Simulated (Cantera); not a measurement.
An isothermal plug-flow reactor at 525 K and 500000 Pa (inlet), inlet velocity 1.4 m/s, active area per volume 1900 1/m; feed H₂ : O₂ : N₂ : H₂O = 0.014 : 0.064 : 0.79 : 0.092 (molar parts), equivalence ratio 0.11.

Detailed kinetics in Cantera: Deutschmann's 1995 Pt surface mechanism with GRI-Mech 3.0 gas chemistry. Catalytic surfaces can have several steady states; this one follows from the mechanism file's or the stated starting coverage. Mass transfer to the wall is taken as infinitely fast.

Task: What does this change do: H2O 0.092 to 0.22 parts?

Result: 
```
quantity                  before    after
----------------------  --------  -------
x(H₂) at z = 0.01 m     0.000104  9.21e-5
x(O₂) at z = 0.01 m       0.0599   0.0528
x(H₂O) at z = 0.01 m       0.111    0.216
θ(free Pt) at the exit   0.00264  0.00264
θ(O*) at the exit          0.962    0.948
θ(OH*) at the exit        0.0353   0.0489
```
